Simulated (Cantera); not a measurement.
Charge: 1 mol MgSO4, 0.42 mol H2, 8.5 mol O2, at 1102 °C and 17.0 Pa.

Cantera equilibrium calculation (NASA polynomials, part measured and part estimated; ideal gas, pure solids and liquids). Candidate condensed phases: H2O, H2SO4, Mg, MgO, Mg(OH)2, MgS, MgSO4, S; 26 gas species. Equilibrium is a limit: real reactors are often held back by kinetics, nucleation or transport.

Base state: O2 0.861, SO2 0.0979, H2O 0.0410, OH 0.000191, SO3 8.89e-5, O 4.53e-5 (mole fractions); condensed: MgO(s).

What changes in the equilibrium state with this change: temperature from 1102 °C to 652 °C?


| species | before | after |
|---|---|---|
| O2 | 0.861 | 0.918 |
| H2O | 0.0410 | 0.0457 |
| SO2 | 0.0979 | 0.0339 |
| O | 4.53e-5 | <1e-9 |
| OH | 0.000191 | 2.02e-7 |
| SO3 | 8.89e-5 | 0.00198 |
| MgO(s), mol | 1.00 | 0.330 |
| MgSO4(s), mol | 0 | 0.670 |

What changes in the equilibrium state with this change: pressure from 17.0 Pa to 13300 Pa?


| species | before | after |
|---|---|---|
| O2 | 0.861 | 0.861 |
| SO2 | 0.0979 | 0.0956 |
| H2O | 0.0410 | 0.0412 |
| SO3 | 8.89e-5 | 0.00243 |
| OH | 0.000191 | 3.61e-5 |
| O | 4.53e-5 | 1.62e-6 |
| MgO(s), mol | 1.00 | 1.00 |
